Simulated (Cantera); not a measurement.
A freely propagating, adiabatic, planar premixed flame of 26.9 % H2, 14.3 % O2, 53.9 % N2, 4.85 % H2O, equivalence ratio 0.94, unburnt at 500 K and 10.0 bar; mixture-averaged transport, grid criteria slope 0.08 and curve 0.16, no radiation.

Cantera simulation using the H2/O2 subset of GRI-Mech 3.0, which has no nitrogen chemistry; the numbers are that mechanism's predictions, not measurements. The hydrogen kinetics of GRI-Mech 3.0 are dated; newer H2 mechanisms differ, most at raised pressure. Burning velocities carry a grid error of a few per cent, more on coarse grids.

x: mole fraction of selected species; z is measured from the peak of heat release.

| z (mm) | T (K) | u (m/s) | x H2 | x O2 | x H2O | x HO2 | x OH | x H |
|---|---|---|---|---|---|---|---|---|
| -0.0824 | 500 | 2.47 | 0.269 | 0.143 | 0.0485 | 1.97e-8 | <1e-8 | <1e-8 |
| -0.0549 | 501 | 2.46 | 0.267 | 0.144 | 0.0487 | [?] | <1e-8 | <1e-8 |
| -0.0412 | 503 | 2.46 | 0.263 | 0.145 | 0.0491 | 1.78e-6 | <1e-8 | <1e-8 |
| -0.0275 | 517 | 2.49 | 0.248 | 0.147 | 0.0511 | 2.47e-5 | <1e-8 | <1e-8 |
| -0.0137 | [?] | 3.11 | [?] | 0.149 | [?] | [?] | [?] | [?] |
| -0.00687 | 1042 | 4.62 | 0.146 | 0.131 | 0.124 | 0.00142 | 0.000595 | 0.000734 |
| 0 | 1483 | 6.47 | 0.0914 | 0.0946 | 0.200 | 0.000721 | 0.00253 | 0.00471 |
| 0.00687 | 1779 | 7.73 | 0.0524 | 0.0599 | 0.261 | 0.000322 | 0.00625 | 0.00837 |
| 0.0137 | 1948 | 8.45 | 0.0329 | 0.0405 | 0.293 | 0.000159 | 0.00966 | 0.00856 |
| 0.0275 | 2113 | 9.12 | 0.0202 | 0.0274 | 0.317 | 6.67e-5 | 0.0117 | 0.00574 |
| 0.0549 | 2240 | 9.62 | 0.0128 | 0.0216 | 0.332 | 2.83e-5 | 0.0104 | 0.00262 |
| 0.110 | 2317 | 9.91 | 0.00738 | 0.0186 | 0.343 | 1.27e-5 | 0.00799 | 0.00103 |
| 0.220 | 2355 | 10.0 | 0.00420 | 0.0171 | 0.348 | 6.96e-6 | 0.00625 | 0.000432 |

Task: What belongs in the gaps?

Result: 
- -0.0549, x HO2: 3.23e-7
- -0.0137, T (K): 681
- -0.0137, x H2: 0.197
- -0.0137, x H2O: 0.0725
- -0.0137, x HO2: 0.000725
- -0.0137, x OH: 1.58e-5
- -0.0137, x H: 7.08e-6
